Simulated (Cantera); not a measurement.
A perfectly stirred reactor is fed with NH3 : H2 = 1 : 0.49 (molar parts), at 100.0 Torr; it is held at 1925 K, and followed from long to short residence time.

Computed with Cantera and the gas-phase N/H chemistry of the illustrative SiF4/NH3 mechanism in the Surface Chemkin manual (1991). Walls and surfaces, which speed up NH3 decomposition in real reactors, are not modelled.

| quantity | before | after |
|---|---|---|
| x(NH3) at τ = 3.80 s | 0.0734 | 0.0874 |
| x(H2) at τ = 3.80 s | 0.747 | 0.695 |
| x(NH2) at τ = 3.80 s | 0.000161 | 0.000181 |
| x(N) at τ = 3.80 s | 4.71e-7 | 4.74e-7 |
| x(N2) at τ = 3.80 s | 0.179 | 0.217 |
| x(NH3) at τ = 0.160 s | 0.487 | 0.637 |
| x(H2) at τ = 0.160 s | 0.457 | 0.288 |
| x(NH2) at τ = 0.160 s | 0.000564 | 0.000681 |
| x(N) at τ = 0.160 s | 3.95e-7 | 3.48e-7 |
| x(N2) at τ = 0.160 s | 0.0548 | 0.0733 |

**Question.** Which change was made?
A) pressure from 100.0 Torr to 760 Torr
B) NH3 1 to 0.45 parts
C) H2 0.49 to 0.087 parts
D) temperature 1925 to 2300 K

**Answer.** C, H2 0.49 to 0.087 parts
